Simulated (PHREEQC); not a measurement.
Solution (25 °C): 0.2 mol FeCl3, 0.013 mol NiCl2 and 0.00017 mol H2SO4 per kg of water. Closed to the air; pH follows from the charge balance.

Model: ion-association model, wateq4f.dat, run in PHREEQC.

### Question
The ionic strength comes out as 0.697 mol/kgw. What activity coefficients do Fe+3, SO4-2, Cl-, FeCl+2, FeCl2+ get?

### Answer
Fe+3 0.079, SO4-2 0.18, Cl- 0.62, FeCl+2 0.19, FeCl2+ 0.75.

This is a speciation only: nothing precipitates in the calculation. Saturation is exceeded, for instance for Hematite (slow to form), Goethite (slow to form); the values hold only as long as no solid forms. Species that the database lacks are ignored.
